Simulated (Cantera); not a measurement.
Input (Python, Cantera) and output of one run.

```python
import numpy as np
import cantera as ct

gas_names = [...]  # 150 gases of nasa_gas.yaml made of C, H, N, O, S
cond_names = """
    C(gr) C6H6(L) C7H8(L) C8H18(L),n-octa H2O(s) H2O(L) H2SO4(L) S(cr1) S(cr2) S(L)
""".split()


# ... load() reads the species with a 1 bar reference pressure and builds the phases ...
atoms = {
    'CS2': {'C': 1, 'S': 2},
    'H2O': {'H': 2, 'O': 1},
    'N2': {'N': 2},
}
top_T = {'C(gr)': 4500}  # K; cautious upper limits of use, not melting points


# ... equilibrate(T, P, feed) seeds the gas with the atoms and calls Mixture.equilibrate('TP', solver="vcs", rtol=1e-11, max_steps=5000) ...
results = []
feed = {'CS2': 1, 'H2O': 6.5, 'N2': 38}  # mol
T = 1300  # K
for P in [10, 84, 710, 6000, 50000, 420000, 3600000, 30000000]:
    mix = equilibrate(T, P, feed)
    results.append((T, P, feed, dict(zip(mix.species_names, mix.species_moles))))

top = {s: max(r[3][s] / sum(r[3][g] for g in gas_names) for r in results) for s in gas_names}
cols = sorted((s for s in top if top[s] > 1e-05), key=lambda s: -top[s])[:6]
seen = [c for c in cond_names if any(r[3].get(c, 0) > 1e-12 for r in results)]
print("log10 of partial pressures in bar; condensed amounts in mol")
print(f"{'P/Pa':>10s}" + "".join(f"{s[:9]:>10s}" for s in cols + seen))
for T, P, feed, n in results:
    ng = sum(n[g] for g in gas_names)
    print(f"{P:10.4g}" + "".join(f"{np.log10(max(n[s] / ng * P / 1e5, 1e-99)):10.3f}" for s in cols)
          + "".join(f"{n.get(c, 0):10.4g}" for c in seen))
```

Output:

```
log10 of partial pressures in bar; condensed amounts in mol
      P/Pa        N2       H2O        H2       H2S       CO2        S2
        10    -4.090    -5.076    -5.267    -7.136    -6.000    -5.829
        84    -3.165    -4.112    -4.418    -5.800    -5.017    -4.854
       710    -2.236    -3.160    -3.572    -4.485    -4.043    -3.919
      6000    -1.308    -2.221    -2.745    -3.218    -3.073    -3.038
     5e+04    -0.385    -1.297    -1.966    -2.038    -2.107    -2.234
   4.2e+05     0.541    -0.374    -1.238    -0.943    -1.138    -1.500
   3.6e+06     1.476     0.556    -0.545     0.090    -0.168    -0.822
     3e+07     2.398     1.475     0.119     1.063     0.777    -0.202
```

Method: chemical equilibrium by Gibbs-energy minimisation in Cantera with the NASA 1993 tables (ideal gas, pure condensed phases). The ideal-gas law is rough above about 30 bar.
